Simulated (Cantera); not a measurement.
Silicon epitaxy and polysilicon growth: SiHCl3 + H2

A closed system holds: 1 mol SiHCl3, a varied amount of H2, equilibrated at 1102 °C and 120 Pa.

These are equilibrium values from Cantera (NASA tables, ideal gas, pure condensed phases), not measurements of a reactor. Candidate condensed phases: Si; 19 gas species. The tables' values for SiCl3 are old estimates; treat these amounts as uncertain. The numbers say what is thermodynamically allowed, not how fast it happens.

```csv
n(H2) (mol),log p H2,log p HCl,log p SiCl2,log p SiCl3,log p H,log p SiCl4,log p SiHCl3,n Si(s)
22,-2.97,-4.01,-4.59,-6.34,-6.95,-7.43,-7.58,0.480
44,-2.95,-4.22,-5.04,-7.01,-6.94,-8.32,-8.24,0.647
65,-2.94,-4.36,-5.32,-7.42,-6.93,-8.87,-8.65,0.728
87,-2.93,-4.46,-5.53,-7.75,-6.93,-9.30,-8.97,0.780
110,-2.93,-4.55,-5.71,-8.01,-6.93,-9.66,-9.23,0.816
130,-2.93,-4.61,-5.84,-8.21,-6.93,-9.91,-9.43,0.839
150,-2.93,-4.67,-5.95,-8.38,-6.93,-10.14,-9.59,0.857
170,-2.93,-4.72,-6.05,-8.52,-6.93,-10.34,-9.74,0.871
200,-2.93,-4.78,-6.18,-8.72,-6.93,-10.60,-9.94,0.888
220,-2.93,-4.82,-6.26,-8.83,-6.93,-10.75,-10.05,0.897
240,-2.93,-4.86,-6.33,-8.94,-6.93,-10.89,-10.16,0.904
```
log p: log10 of the partial pressure in bar; n: condensed amount in mol.

From 22 mol H2 to 240 mol H2 the condensed part is Si(s). The main Si-bearing gas is SiCl2 throughout. The share of Si in condensed phases is highest at 240 mol H2 (90.4 %) and lowest at 22 mol H2 (48.0 %).
